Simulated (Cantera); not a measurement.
# N2O furnace oxynitridation

An isothermal, constant-pressure homogeneous reactor starts with N2O : H2O = 1 : 0.0095 (molar parts), at 1548 K and 2100 Pa.

Computed with Cantera and GRI-Mech 3.0 (53 species, 325 reactions). GRI-Mech 3.0 was tuned for natural gas; its chemistry of N2O as a main component is partial and can be far from experiment. Radical loss at walls, strong at low pressure, is not modelled. The temperature is held fixed by assumption; the heat of reaction is taken as removed at once.

```tsv
t (s)	x N2O	x H2O	x NO2	x O	x O2
6.00e-6	0.991	0.00941	<1e-12	6.33e-6	1.29e-7
3.81e-5	0.991	0.00941	<1e-12	3.47e-5	4.72e-6
0.000242	0.990	0.00940	3.85e-10	0.000103	0.000113
0.00153	0.986	0.00937	1.14e-6	0.000114	0.00111
0.00972	0.960	0.00924	0.000113	0.000111	0.00749
0.0617	0.814	0.00877	0.000475	0.000108	0.0438
0.391	0.328	0.00724	0.000256	0.000103	0.166
2.48	0.00389	0.00624	6.50e-5	6.49e-5	0.250
15.8	6.55e-6	0.00625	0.000117	2.68e-5	0.251
100	6.33e-6	0.00625	0.000115	2.69e-5	0.253
```
x: mole fraction; the columns are a selection and need not sum to one.

Equilibrium at this temperature and pressure: N2O 1.42e-8, H2O 0.00625, NO2 1.49e-6, O 3.04e-5, O2 0.330 (gas phase only).
